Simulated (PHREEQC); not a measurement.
Consider water at 25 °C with 0.0242 mol/kgw H2SO4, 0.065 mol/kgw ZnSO4 and 0.0032 mol/kgw MgSO4. It is in equilibrium with CO2 at log p = -2 (atm). Otherwise closed; pH follows from the charge balance.

The numbers come from PHREEQC with the ion-association model, phreeqc.dat.

The pH is 1.71. The ionic strength is 0.172 mol/kgw and the density is 1.009 g/cm³. The total alkalinity comes out as -48.4 meq/kg.

```tsv
species	molality	activity	log γ
Zn+2	0.0352	0.0110	-0.503
SO4-2	0.0310	0.00958	-0.510
H+	0.0243	0.0195	-0.095
HSO4-	0.0241	0.0182	-0.123
ZnSO4	0.0238	0.0248	0.017
Zn(SO4)2-2	0.00601	0.00193	-0.493
Mg+2	0.00181	0.000643	-0.449
MgSO4	0.00139	0.00145	0.017
CO2	0.000327	0.000340	0.017
ZnHCO3+	1.43e-8	1.08e-8	-0.123
HCO3-	1.03e-8	7.74e-9	-0.122
(CO2)2	2.04e-9	2.13e-9	0.017
```

This is a speciation only: nothing precipitates in the calculation.
